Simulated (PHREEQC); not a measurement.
Make-up at 25 °C: 0.29 mol/kgw Mn(NO3)2. Closed to the air; pH follows from the charge balance.

The numbers come from PHREEQC with the ion-association model, phreeqc.dat.

```json
[
 {"quantity": "pH", "before": "5.88", "after": "6.13"},
 {"quantity": "ionic strength (mol/kgw)", "before": "0.814", "after": "0.172"}
]
```

**Question.** What was changed between the two runs?
A) Mn(NO3)2 replaced by HNO3 at the same molality
B) Mn(NO3)2 from 0.29 to 0.145 mol/kgw
C) diluted 5-fold with water
D) temperature from 25 to 85 °C
E) Mn(NO3)2 from 0.29 to 0.435 mol/kgw

**Answer.** C, diluted 5-fold with water

This is a speciation only: nothing precipitates in the calculation. The ionic strength passes 0.7 mol/kgw, the rough limit of the ion-association models, in before.
